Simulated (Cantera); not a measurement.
What does this Cantera script print?

```python
import numpy as np
import cantera as ct

gas_names = """
    N2 H2O ZrO2 NH3
""".split()
cond_names = """
    ZrN(s) ZrN(L)
""".split()


# ... load() reads the species with a 1 bar reference pressure and builds the phases ...
species = {s.name: s for s in load("nasa_gas.yaml", gas_names) + load("nasa_condensed.yaml", cond_names)}
# Each term lists the table entries of one substance; the one whose range holds T is used.
reactions = {
    'N2(g) + 6 ZrN + 12 H2O(g) = 6 ZrO2(g) + 8 NH3(g)':
        [(-1, ['N2']), (-6, ['ZrN(s)', 'ZrN(L)']), (-12, ['H2O']), (6, ['ZrO2']), (8, ['NH3'])],
}


def pick(names, T):
    return next(species[n] for n in names if species[n].thermo.min_temp <= T <= species[n].thermo.max_temp)


results = []
for label, terms in reactions.items():
    print(label)
    print("     T/K   dH/kJ  dS/(J/K)   dG/kJ   log10 K")
    for T in [1175, 1275, 1375, 1475, 1575, 1675, 1775, 1875, 1975]:
        used = [(nu, pick(names, T)) for nu, names in terms]
        dH = sum(nu * s.thermo.h(T) for nu, s in used) / 1e6
        dS = sum(nu * s.thermo.s(T) for nu, s in used) / 1e3
        dG = dH - T * dS / 1e3
        logK = -dG * 1e6 / (ct.gas_constant * T * np.log(10))
        results.append((label, T, dH, dS, dG, logK, [s.name for _, s in used]))
        print(f"{T:8g} {dH:8.1f} {dS:8.1f} {dG:8.1f} {logK:8.2f}")
```

Result:

```
N2(g) + 6 ZrN + 12 H2O(g) = 6 ZrO2(g) + 8 NH3(g)
     T/K   dH/kJ  dS/(J/K)   dG/kJ   log10 K
    1175   2944.3    383.1   2494.2  -110.88
    1275   2938.0    378.0   2456.1  -100.62
    1375   2931.4    373.0   2418.6   -91.88
    1475   2924.5    368.1   2381.5   -84.34
    1575   2917.1    363.3   2345.0   -77.77
    1675   2909.3    358.5   2308.9   -72.00
    1775   2901.1    353.7   2273.3   -66.90
    1875   2892.5    349.0   2238.1   -62.35
    1975   2883.3    344.2   2203.5   -58.28
```

Cantera with NASA thermochemical tables; ideal gases at 1 bar, condensed phases pure. ZrN: taken at fixed stoichiometry. Condensed species are held in their standard states even where they would react or evaporate.
